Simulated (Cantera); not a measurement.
Thermodynamics of roasting and sulfation, feed MgCO3 + SO2 + H2O

Charge: 1 mol MgCO3, 0.17 mol SO2, 1.5 mol H2O, held at 0.830 bar.

Cantera equilibrium calculation (NASA polynomials, part measured and part estimated; ideal gas, pure solids and liquids). Candidate condensed phases: C, C6H6, C7H8, C8H18, H2O, H2SO4, Mg, MgCO3, MgO, Mg(OH)2, MgS, MgSO4, S; 130 gas species. Kinetics and transport are ignored.

From 825 K to 900 K the condensed part is MgO(s) + MgSO4(s). From 975 K to 1350 K the condensed part is MgO(s).

| T (K) | x H2O | x CO2 | x SO2 | x CO | x H2 | x SO3 | x O2 | x H2S | n MgO(s) | n MgSO4(s) |
|---|---|---|---|---|---|---|---|---|---|---|
| 825 | 0.562 | 0.375 | 0.0636 | 4.78e-6 | 2.56e-5 | 4.90e-9 | <1e-12 | 1.22e-5 | 1.000 | 0.000182 |
| 900 | 0.562 | 0.375 | 0.0637 | 1.50e-6 | 5.16e-6 | 1.48e-7 | <1e-12 | 6.80e-9 | 1.000 | 1.74e-5 |
| 975 | 0.562 | 0.375 | 0.0637 | 6.61e-7 | 1.58e-6 | 2.24e-6 | 2.51e-10 | 2.00e-11 | 1.00 | 0 |
| 1050 | 0.562 | 0.375 | 0.0637 | 1.66e-6 | 2.93e-6 | 4.57e-6 | 5.81e-9 | 1.75e-11 | 1.00 | 0 |
| 1125 | 0.562 | 0.375 | 0.0637 | 3.67e-6 | 5.00e-6 | 8.48e-6 | 8.84e-8 | 1.56e-11 | 1.00 | 0 |
| 1200 | 0.562 | 0.375 | 0.0637 | 7.61e-6 | 8.32e-6 | 1.40e-5 | 8.87e-7 | 1.59e-11 | 1.00 | 0 |
| 1275 | 0.562 | 0.375 | 0.0637 | 1.63e-5 | 1.47e-5 | 1.96e-5 | 5.39e-6 | 2.28e-11 | 1.00 | 0 |
| 1350 | 0.562 | 0.374 | 0.0636 | 3.68e-5 | 2.81e-5 | 2.28e-5 | 2.01e-5 | 4.84e-11 | 1.00 | 0 |
x: gas mole fraction; n: condensed amount in mol.
